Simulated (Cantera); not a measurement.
# Thermodynamics of silicon carbide growth, feed SiCl4 + C2H2 + H2

A closed system holds: 1 mol SiCl4, 0.012 mol C2H2, 6.6 mol H2, held at 0.390 bar.

Cantera equilibrium calculation (NASA polynomials, part measured and part estimated; ideal gas, pure solids and liquids). Candidate condensed phases: C, C6H6, C7H8, C8H18, Si, SiC; 109 gas species. The tables' values for SiCl, SiCl3 are old estimates; treat these amounts as uncertain. Gases not in the tables: Si2H6 and higher silanes. Equilibrium is a limit: real reactors are often held back by kinetics, nucleation or transport.

From 2150 K to 2450 K the condensed part is SiC(s). From 2500 K to 2600 K nothing is condensed. The main Si-bearing gas is SiCl2 throughout.

```json
[
 {"T (K)": "2150", "x H2": "0.645", "x HCl": "0.235", "x SiCl2": "0.109", "x H": "0.00543", "x Cl": "0.00144", "x Si": "0.000360", "n SiC(s)": "0.0233"},
 {"T (K)": "2200", "x H2": "0.643", "x HCl": "0.235", "x SiCl2": "0.108", "x H": "0.00723", "x Cl": "0.00193", "x Si": "0.000615", "n SiC(s)": "0.0228"},
 {"T (K)": "2250", "x H2": "0.639", "x HCl": "0.236", "x SiCl2": "0.107", "x H": "0.00951", "x Cl": "0.00254", "x Si": "0.00102", "n SiC(s)": "0.0219"},
 {"T (K)": "2300", "x H2": "0.635", "x HCl": "0.237", "x SiCl2": "0.106", "x H": "0.0123", "x Cl": "0.00332", "x Si": "0.00163", "n SiC(s)": "0.0205"},
 {"T (K)": "2350", "x H2": "0.629", "x HCl": "0.238", "x SiCl2": "0.104", "x H": "0.0158", "x Cl": "0.00429", "x Si": "0.00253", "n SiC(s)": "0.0179"},
 {"T (K)": "2400", "x H2": "0.622", "x HCl": "0.240", "x SiCl2": "0.101", "x H": "0.0201", "x Cl": "0.00552", "x Si": "0.00381", "n SiC(s)": "0.0135"},
 {"T (K)": "2450", "x H2": "0.614", "x HCl": "0.242", "x SiCl2": "0.0975", "x H": "0.0252", "x Cl": "0.00704", "x Si": "0.00555", "n SiC(s)": "0.00584"},
 {"T (K)": "2500", "x H2": "0.603", "x HCl": "0.244", "x SiCl2": "0.0931", "x H": "0.0313", "x Cl": "0.00895", "x Si": "0.00778", "n SiC(s)": "0"},
 {"T (K)": "2550", "x H2": "0.592", "x HCl": "0.248", "x SiCl2": "0.0878", "x H": "0.0384", "x Cl": "0.0113", "x Si": "0.0105", "n SiC(s)": "0"},
 {"T (K)": "2600", "x H2": "0.578", "x HCl": "0.252", "x SiCl2": "0.0818", "x H": "0.0467", "x Cl": "0.0143", "x Si": "0.0137", "n SiC(s)": "0"}
]
```
x: gas mole fraction; n: condensed amount in mol.
